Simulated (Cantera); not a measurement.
An adiabatic, constant-volume homogeneous reactor starts with H2 : O2 : N2 = 1 : 0.25 : 0.94 (molar parts), at 1175 K and 0.375 atm. Integrator tolerance rtol = 1e-08.

Model: GRI-Mech 3.0 (53 species, 325 reactions), integrated in Cantera.

What does this change do: initial temperature 1175 to 1775 K?


```tsv
quantity	before	after
time of steepest temperature rise	0.146 ms	16.8 µs
temperature at 0.600 s	2774 K	2899 K
equilibrium temperature	2774 K	2899 K
x(H2) at 0.600 s	0.239 (gas-phase equilibrium 0.239)	0.228 (gas-phase equilibrium 0.228)
x(O2) at 0.600 s	0.000468 (gas-phase equilibrium 0.000468)	0.00152 (gas-phase equilibrium 0.00152)
x(N2O) at 0.600 s	5.07e-8 (gas-phase equilibrium 5.07e-8)	8.95e-8 (gas-phase equilibrium 8.95e-8)
x(OH) at 0.600 s	0.0110 (gas-phase equilibrium 0.0110)	0.0207 (gas-phase equilibrium 0.0207)
x(H2O) at 0.600 s	0.236 (gas-phase equilibrium 0.236)	0.213 (gas-phase equilibrium 0.213)
x(NO) at 0.600 s	0.00130 (gas-phase equilibrium 0.00130)	0.00274 (gas-phase equilibrium 0.00274)
```

What does this change do: pressure from 0.375 atm to 5.03 atm?


```csv
quantity,before,after
time of steepest temperature rise,0.146 ms,29.0 µs
temperature at 0.600 s,2774 K,2966 K
equilibrium temperature,2774 K,2966 K
x(H2) at 0.600 s,0.239 (gas-phase equilibrium 0.239),0.248 (gas-phase equilibrium 0.248)
x(O2) at 0.600 s,0.000468 (gas-phase equilibrium 0.000468),0.000136 (gas-phase equilibrium 0.000136)
x(N2O) at 0.600 s,5.07e-8 (gas-phase equilibrium 5.07e-8),1.36e-7 (gas-phase equilibrium 1.36e-7)
x(OH) at 0.600 s,0.0110 (gas-phase equilibrium 0.0110),0.00670 (gas-phase equilibrium 0.00670)
x(H2O) at 0.600 s,0.236 (gas-phase equilibrium 0.236),0.246 (gas-phase equilibrium 0.246)
x(NO) at 0.600 s,0.00130 (gas-phase equilibrium 0.00130),0.000911 (gas-phase equilibrium 0.000911)
```
The hydrogen kinetics of GRI-Mech 3.0 are dated; newer H2 mechanisms differ, most at raised pressure.

What does this change do: 0.042 parts CO2 added?


| quantity | before | after |
|---|---|---|
| time of steepest temperature rise | 0.146 ms | 0.149 ms |
| temperature at 0.600 s | 2774 K | 2744 K |
| equilibrium temperature | 2774 K | 2744 K |
| x(H2) at 0.600 s | 0.239 (gas-phase equilibrium 0.239) | 0.219 (gas-phase equilibrium 0.219) |
| x(O2) at 0.600 s | 0.000468 (gas-phase equilibrium 0.000468) | 0.000495 (gas-phase equilibrium 0.000495) |
| x(N2O) at 0.600 s | 5.07e-8 (gas-phase equilibrium 5.07e-8) | 4.87e-8 (gas-phase equilibrium 4.87e-8) |
| x(OH) at 0.600 s | 0.0110 (gas-phase equilibrium 0.0110) | 0.0106 (gas-phase equilibrium 0.0106) |
| x(H2O) at 0.600 s | 0.236 (gas-phase equilibrium 0.236) | 0.250 (gas-phase equilibrium 0.250) |
| x(NO) at 0.600 s | 0.00130 (gas-phase equilibrium 0.00130) | 0.00127 (gas-phase equilibrium 0.00127) |
